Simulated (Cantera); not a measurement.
# Equilibrium for iron carbonyl, mercury and lead vapours: PbO + O2 + N2

Input: 1 mol PbO, 0.03 mol O2, a varied amount of N2, at 920 Pa.

Equilibrium computed with Cantera from the NASA thermochemical tables; the gas is ideal and each condensed phase is pure. Candidate condensed phases: Pb, PbO, PbO2, Pb3O4; 12 gas species. Equilibrium is a limit: real reactors are often held back by kinetics, nucleation or transport.

Problem. Map the stable condensed phases over T = 1248, 1273, 1298, 1323, 1348, 1373, 1398, 1423, 1448, 1473, 1498, 1523 K and n(N2) in mol = 7.5, 14, 20, 26, 33, 39, 45, 52, 58, 64, 71.

Solution. 
```
T in K \ n(N2) in mol
         7.5  14  20  26  33  39  45  52  58  64  71
   1523    A   A   A   A   A   A   A   A   A   A   A
   1498    A   A   A   A   A   A   A   A   A   A   A
   1473    A   A   A   A   A   A   A   A   A   A   A
   1448    A   A   A   A   A   A   A   A   A   A   A
   1423    A   A   A   A   A   A   A   A   A   A   A
   1398    A   A   A   A   A   A   A   A   A   A   A
   1373    A   A   A   A   A   A   A   A   A   A   A
   1348    A   A   A   A   A   A   A   A   A   A   A
   1323    B   A   A   A   A   A   A   A   A   A   A
   1298    B   B   A   A   A   A   A   A   A   A   A
   1273    B   B   B   B   A   A   A   A   A   A   A
   1248    B   B   B   B   B   B   A   A   A   A   A
```
A: gas only; B: PbO.
